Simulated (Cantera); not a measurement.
## Ammonia decomposition in nitride growth gas

A perfectly stirred reactor is fed with NH3 : H2 = 1 : 0.65 (molar parts), at 0.132 atm; it is held at 1650 K, and followed from long to short residence time.

Cantera simulation using the gas-phase N/H chemistry of the illustrative SiF4/NH3 mechanism in the Surface Chemkin manual (1991); the numbers are that mechanism's predictions, not measurements. Walls and surfaces, which speed up NH3 decomposition in real reactors, are not modelled.

| τ (s) | x NH3 | x H2 | x N | x N2 | x NH2 | x H | x N2H2 |
|---|---|---|---|---|---|---|---|
| 23 | 0.254 | 0.636 | 2.44e-8 | 0.109 | 7.28e-5 | 7.40e-5 | 1.98e-7 |
| 3.7 | 0.483 | 0.479 | 2.37e-8 | 0.0382 | 0.000112 | 4.53e-5 | 5.07e-7 |
| 0.60 | 0.581 | 0.411 | 2.26e-8 | 0.00760 | 0.000126 | 3.63e-5 | 6.68e-7 |
| 0.097 | 0.602 | 0.397 | 2.05e-8 | 0.00119 | 0.000125 | 3.36e-5 | 6.61e-7 |
| 0.016 | 0.606 | 0.394 | 1.15e-8 | 0.000124 | 0.000103 | 2.73e-5 | 4.29e-7 |
| 0.0025 | 0.606 | 0.394 | 3.69e-10 | 1.40e-6 | 3.20e-5 | 8.47e-6 | 3.47e-8 |
| 0.00041 | 0.606 | 0.394 | 1.72e-12 | 4.30e-9 | 5.35e-6 | 1.42e-6 | 7.98e-10 |
x: mole fraction; the columns are a selection and need not sum to one.
